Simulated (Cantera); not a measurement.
Premixed flame

A freely propagating, adiabatic, planar premixed flame of CH₄ : H₂ : O₂ : N₂ = 1 : 1.2 : 3.51 : 13.2 (molar parts), unburnt at 698 K and 7500 Torr; mixture-averaged transport, grid criteria slope 0.08 and curve 0.16, no radiation.

Model: GRI-Mech 3.0 (53 species, 325 reactions), integrated in Cantera. Burning velocities carry a grid error of a few per cent, more on coarse grids.

```tsv
z (mm)	T (K)	u (m/s)	x CH₄	x H₂	x O₂	x H₂O	x CH₂CO	x CH₂
-0.156	699	0.859	0.0530	0.0603	0.186	0.000159	<1e-8	<1e-8
-0.104	705	0.862	0.0530	0.0555	0.187	0.00120	3.69e-8	<1e-8
-0.0778	720	0.877	0.0526	0.0504	0.187	0.00386	2.09e-7	<1e-8
-0.0519	792	0.959	0.0498	0.0413	0.183	0.0149	1.85e-6	<1e-8
-0.0259	1114	1.35	0.0353	0.0272	0.157	0.0572	1.98e-5	2.21e-8
-0.0130	1456	1.76	0.0196	0.0191	0.125	0.0975	5.34e-5	1.46e-6
0	1808	2.19	0.00470	0.0112	0.0879	0.137	6.05e-5	1.51e-5
0.0130	1991	2.41	0.000328	0.00549	0.0662	0.156	1.13e-5	5.61e-6
0.0259	2074	2.50	1.34e-5	0.00322	0.0587	0.161	8.07e-7	3.72e-7
0.0519	2155	2.59	4.44e-8	0.00182	0.0542	0.166	<1e-8	<1e-8
0.104	2210	2.64	<1e-8	0.000876	0.0521	0.169	<1e-8	<1e-8
0.207	2234	2.67	<1e-8	0.000440	0.0513	0.170	<1e-8	<1e-8
0.415	2239	2.67	<1e-8	0.000353	0.0512	0.170	<1e-8	<1e-8
```
x: mole fraction of selected species; z is measured from the peak of heat release.

```
Quantity                     Result
------------------------  ---------
laminar burning velocity  86.0 cm/s
thermal thickness         0.0519 mm
peak x(CH₂CO)               6.96e-5
peak x(CH₂)                 1.60e-5
grid points                     129
```
